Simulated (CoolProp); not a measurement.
Properties of toluene along the isobar 2.71 bar.

Values from CoolProp's reference Helmholtz-energy equation of state, Lemmon 2006. It is a short technical equation, of lower accuracy than the large ones.

| T (K) | phase | cp (kJ/(kg K)) | expansivity (1/kK) | viscosity (µPa s) | conductivity (mW/(m K)) |
|---|---|---|---|---|---|
| 346.1 | liquid | 1.864 | 1.188 | 338 | 117 |
| 354.7 | liquid | 1.895 | 1.214 | 313 | 115 |
| 363.4 | liquid | 1.927 | 1.242 | 292 | 113 |
| 372.1 | liquid | 1.959 | 1.274 | 272 | 110 |
| 380.8 | liquid | 1.991 | 1.308 | 255 | 108 |
| 389.4 | liquid | 2.024 | 1.346 | 239 | 106 |
| 398.1 | liquid | 2.058 | 1.388 | 225 | 104 |
| 406.8 | liquid | 2.092 | 1.435 | 211 | 102 |
| 415.5 | liquid | 2.127 | 1.487 | 199 | 99.6 |
| 424.1 | gas | 1.679 | 3.133 | 9.67 | 21.5 |
| 432.8 | gas | 1.702 | 2.999 | 9.88 | 22.4 |
| 441.5 | gas | 1.725 | 2.879 | 10.1 | 23.3 |
| 450.2 | gas | 1.749 | 2.772 | 10.3 | 24.2 |
| 458.9 | gas | 1.773 | 2.676 | 10.5 | 25.1 |

Viscosity comes from a separate model (Avgeri 2015). Thermal conductivity comes from a separate model (Assael 2012).
